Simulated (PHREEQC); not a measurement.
## Copper plating or etch bath: speciation

Solution (25 °C): 0.0036 mol Cu(NO3)2 and 0.0076 mol HBF4 per kg of water. Closed to the air; pH follows from the charge balance.

The numbers come from PHREEQC with the ion-association model, wateq4f.dat.

Each row changes one thing in this solution. Precipitation was switched off in this run.

```csv
case,pH,ionic strength (mol/kgw),HF (mol/kgw),F- (mol/kgw),H2F2 (mol/kgw),CuF+ (mol/kgw),SI of CuF2:2H2O (CuF2:2H2O),SI of Tenorite (CuO)
as made,2.21,0.0177,0.00501,0.000617,6.57e-5,2.44e-5,-4.65,-5.87
0.00024 mol/kgw Fe(NO3)3 added,2.18,0.0183,[?],0.000577,6.40e-5,2.27e-5,-4.71,-5.92
temperature from 25 to 60 °C,2.26,0.0169,0.00864,0.000624,5.11e-5,3.21e-5,-4.37,-4.59
diluted 10-fold with water,2.97,0.00220,0.00149,0.000966,5.76e-6,5.09e-6,-5.06,-5.23
Cu(NO3)2 replaced by Cu(BF4)2 at the same molality,2.21,0.0177,[?],0.000729,9.10e-5,2.88e-5,-4.50,-5.87
HBF4 from 0.0076 to 0.0152 mol/kgw,1.91,0.0248,0.00678,0.000430,0.000120,1.59e-5,-5.01,-6.50
HBF4 replaced by HF at the same molality,2.71,0.0128,0.00526,0.00203,7.23e-5,8.39e-5,-3.58,-4.84
```

Problem. Complete the blanks.

Solution. 
- 0.00024 mol/kgw Fe(NO3)3 added, HF (mol/kgw): 0.00494
- Cu(NO3)2 replaced by Cu(BF4)2 at the same molality, HF (mol/kgw): 0.00590

Complexes and solids missing from the database can't appear. Some of these states are supersaturated (in Hematite (slow to form), for instance). Constants without temperature data keep their 25 °C values here. Real BF4- forms and hydrolyses slowly; the run takes it at equilibrium. Fluoro complexes past AlF4- and FeF3 are missing from the database.
